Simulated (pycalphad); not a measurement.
CALPHAD calculation (pycalphad, COST 507 light-alloy database (1999)), 1 atm. These are 1990s assessments: newer ones move some temperatures and phases. Amounts are mole fractions of atoms. Diffusion is slow at the low end, where real alloys seldom reach equilibrium.

**Question.** Give the equilibrium state of Hf-2.09C (at.%) at 600 K.

**Answer.** 
```
T = 600.00 K, P = 101325 Pa, N = 1 mol of atoms
G = -34119 J/mol, H = 2946 J/mol, S = 61.78 J/(mol K)  (SER reference)
chemical potentials (J/mol): Hf -29451, C -252804
phase             fraction      x(Hf)       x(C)
HCP_A3              0.9860     0.9842     0.0158
FCC_A1              0.0140     0.6225     0.3775
```

**Question.** Give the equilibrium state of Hf-2.09C (at.%) at 2300 K.

**Answer.** 
```
T = 2300.00 K, P = 101325 Pa, N = 1 mol of atoms
G = -182769 J/mol, H = 61821 J/mol, S = 106.34 J/(mol K)  (SER reference)
chemical potentials (J/mol): Hf -179237, C -348199
phase             fraction      x(Hf)       x(C)
HCP_A3              0.9406     0.9779     0.0221
BCC_A2              0.0594     0.9980     0.0020
```

FCC_A1 is fcc; BCC_A2 is bcc; HCP_A3 is hcp. The fcc model also describes the rock-salt carbide or nitride (TiC, TiN, HfC).
